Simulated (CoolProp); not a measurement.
Vapour-liquid equilibrium of n-hexane (1) + benzene (2) at 408.6 K; x and y are mole fractions of (1).

Computed with CoolProp (multi-fluid Helmholtz-energy mixture model, Thol 2019 and Thol 2012; pair parameters Bell 2016).

| x | bubble pressure (MPa) | y at the bubble point | dew pressure at overall composition x (MPa) | liquid density (mol/L) |
|---|---|---|---|---|
| 0.05 | 0.4465 | 0.084 | 0.4389 | 9.341 |
| 0.125 | 0.4700 | 0.189 | 0.4557 | 9.006 |
| 0.2 | 0.4894 | 0.277 | 0.4724 | 8.690 |
| 0.275 | 0.5054 | 0.354 | 0.4889 | 8.393 |
| 0.35 | 0.5188 | 0.424 | 0.5046 | 8.113 |
| 0.425 | 0.5299 | 0.489 | 0.5190 | 7.850 |
| 0.5 | 0.5392 | 0.552 | 0.5316 | 7.601 |
| 0.575 | 0.5467 | 0.615 | 0.5421 | 7.367 |
| 0.65 | 0.5527 | 0.677 | 0.5503 | 7.146 |
| 0.725 | 0.5571 | 0.741 | 0.5562 | 6.937 |
| 0.8 | 0.5601 | 0.808 | 0.5598 | 6.739 |
| 0.875 | 0.5616 | 0.877 | 0.5616 | 6.552 |
| 0.95 | 0.5617 | 0.949 | 0.5617 | 6.375 |

y crosses x between x = 0.875 and 0.95: the model has an azeotrope there.

The pair parameters rest on a limited set of measurements; away from them the model extrapolates.
